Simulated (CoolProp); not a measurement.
Ethylbenzene along the isobar 2160 kPa: density (kg/m³) from the reference equation and from simpler models built on Tc = 617.1 K, pc = 3622 kPa, ω = 0.304; each cubic takes its own stable root.

The numbers come from the reference Helmholtz-energy equation of state, Zhou 2012 in CoolProp.

| T (K) | phase | reference | van der Waals | Redlich-Kwong | Soave-Redlich-Kwong | Peng-Robinson |
|---|---|---|---|---|---|---|
| 499.7 | liquid | 665.2 | 388.8 | 547.7 | 578.7 | 655.7 |
| 516.9 | liquid | 642.6 | 373.7 | 522.6 | 553.6 | 627.4 |
| 534.1 | liquid | 617.7 | 355.7 | 494.2 | 525.0 | 594.9 |
| 551.3 | liquid | 589.3 | 74.30 | 460.7 | 491.3 | 556.4 |
| 568.4 | liquid | 554.9 | 68.19 | 74.43 | 449.4 | 508.4 |
| 585.6 | gas | 71.21 | 63.49 | 67.41 | 68.82 | 71.11 |
| 602.8 | gas | 64.16 | 59.68 | 62.32 | 62.76 | 64.66 |
| 620 | gas | 59.23 | 56.49 | 58.31 | 58.24 | 59.87 |

At some of these states van der Waals, Redlich-Kwong gives the other phase, because its saturation line lies elsewhere.
